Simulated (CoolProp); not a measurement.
Vapour-liquid equilibrium of cyclohexane (1) + m-xylene (2) at 191.85 °C; x and y are mole fractions of (1).

Model: multi-fluid Helmholtz-energy mixture model, Zhou 2014 and Zhou 2012; pair parameters Bell 2016, in CoolProp.

```tsv
x	bubble pressure (MPa)	y at the bubble point	dew pressure at overall composition x (MPa)	liquid density (mol/L)
0.05	0.3955	0.151	0.3623	6.608
0.15	0.4885	0.365	0.3950	6.648
0.25	0.5779	0.511	0.4338	6.689
0.35	0.6638	0.617	0.4805	6.728
0.45	0.7463	0.699	0.5373	6.767
0.55	0.8262	0.767	0.6075	6.807
0.65	0.9045	0.826	0.6952	6.847
0.75	0.9820	0.878	0.8050	6.888
0.85	1.060	0.928	0.9396	6.931
0.95	1.139	0.976	1.096	6.976
```

No azeotrope shows between x = 0.05 and 0.95.

The pair parameters rest on a limited set of measurements; away from them the model extrapolates.
